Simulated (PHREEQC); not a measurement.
PHREEQC input (ion-association model, wateq4f.dat):

```
SOLUTION_MASTER_SPECIES
  An  An-  0  An  62.0  # stands for a non-complexing anion
SOLUTION_SPECIES
  An- = An-
    -log_k 0
    -gamma 3.0 0
PHASES
  Fix_H+
    H+ = H+
    -log_k 0
SOLUTION 1
  temp 25
  units mmol/kgw
  pH 7 charge
  As(5) 0.66
  Na 6.32
  An 5
END
SELECTED_OUTPUT 1
  -reset false
  -pH true
  -pe true
  -ionic_strength true
  -water true
  -totals As Na As(3) As(5)
  -molalities Hfo_wOH Hfo_wOH2+ Hfo_wO- Hfo_sOH Hfo_sOH2+ Hfo_sO- Hfo_wH2AsO4 Hfo_wHAsO4- Hfo_wOHAsO4-3
USER_PUNCH 1
  -headings sigma psi
  10 PUNCH EDL("sigma", "Hfo"), EDL("psi", "Hfo")
PRINT
  -reset false
USE solution 1
SURFACE 1
  Hfo_wOH 0.00808989 600 3.6
  Hfo_sOH 0.000202247
EQUILIBRIUM_PHASES 1
  Fix_H+ -4 HAn 10
    -force_equality true
  O2(g) -0.68 10
END
# ... the last block is repeated for the other 12 points of pH, with NaOH or the acid as the point needs
```

Selected output (columns that matter, 13 of 13 rows; pH added in front):

```
pH	mu	As	Na	m_Hfo_wOH	m_Hfo_wOH2+	m_Hfo_wO-	m_Hfo_sOH	m_Hfo_sOH2+	m_Hfo_sO-	m_Hfo_wH2AsO4	m_Hfo_wHAsO4-	m_Hfo_wOHAsO4-3	sigma	psi
4	0.008428	5.2468e-11	0.0063199	0.0026706	0.0047246	3.4584e-05	7.2697e-05	0.00012861	9.4139e-07	3.7745e-05	0.00052374	9.8512e-05	0.17862	0.17997
4.5	0.0077349	6.0764e-11	0.0063199	0.0035446	0.0038096	7.5555e-05	9.6488e-05	0.0001037	2.0567e-06	1.8602e-05	0.00042486	0.00021653	0.12335	0.16319
5	0.0072241	8.6485e-11	0.00632	0.0041618	0.0031418	0.00012629	0.00011329	8.5522e-05	3.4378e-06	9.8352e-06	0.00031981	0.00033035	0.079818	0.14269
5.5	0.0068749	1.5013e-10	0.00632	0.0045633	0.0026891	0.0001774	0.00012422	7.32e-05	4.8289e-06	5.8268e-06	0.00024271	0.00041146	0.049276	0.11948
6	0.0066476	3.2174e-10	0.00632	0.0048131	0.0023951	0.00022158	0.00013102	6.5197e-05	6.0315e-06	3.9379e-06	0.00019425	0.00046181	0.029174	0.094241
6.5	0.0065032	8.8218e-10	0.00632	0.0049654	0.0022088	0.00025571	0.00013516	6.0125e-05	6.9606e-06	2.9952e-06	0.00016528	0.00049172	0.016341	0.067544
7	0.0064101	3.3455e-09	0.00632	0.0050601	0.002089	0.00028079	0.00013774	5.6864e-05	7.6433e-06	2.4826e-06	0.00014761	0.0005099	0.0080457	0.039884
7.5	0.0063441	1.8334e-08	0.00632	0.0051254	0.0020042	0.00030028	0.00013952	5.4555e-05	8.1739e-06	2.1604e-06	0.00013562	0.0005222	0.0021464	0.011701
8	0.0062858	1.3096e-07	0.00632	0.0051817	0.0019295	0.0003188	0.00014105	5.2521e-05	8.6777e-06	1.9026e-06	0.00012542	0.00053254	-0.0030615	-0.016621
8.5	0.0062191	1.0296e-06	0.00632	0.0052465	0.0018421	0.0003423	0.00014279	5.0138e-05	9.3164e-06	1.6281e-06	0.00011382	0.00054352	-0.0091006	-0.04469
9	0.0061318	7.6725e-06	0.00632	0.0053426	0.0017133	0.00038165	0.00014528	4.659e-05	1.0378e-05	1.2649e-06	9.6821e-05	0.00055424	-0.017496	-0.071939
9.5	0.0060346	4.3808e-05	0.00632	0.0055156	0.0014905	0.00046758	0.00014926	4.0335e-05	1.2653e-05	7.4769e-07	6.7917e-05	0.00054753	-0.029479	-0.097119
10	0.0060628	0.00014422	0.0064167	0.0057691	0.0011307	0.00067432	0.00015405	3.0192e-05	1.8006e-05	2.5212e-07	3.1577e-05	0.00048395	-0.045337	-0.11844
```

Complexes and solids missing from the database can't appear.
